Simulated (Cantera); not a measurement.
A closed system holds: 1 mol Al, 0.57 mol NH3, 59 mol N2, held at 873.15 K and 2.40 bar.

Equilibrium computed with Cantera from the NASA thermochemical tables; the gas is ideal and each condensed phase is pure. Candidate condensed phases: Al, AlN; 13 gas species. Equilibrium is a limit: real reactors are often held back by kinetics, nucleation or transport.

Q: What is the equilibrium state?

A: 
```json
{
  "x(N2)": "0.986",
  "x(H2)": "0.0143",
  "x(NH3)": "6.19e-6",
  "n(AlN(s))": "1.00 mol",
  "gas_amount": "59.64 mol",
  "log10 activity of Al(s) (absent)": "-13.71"
}
```
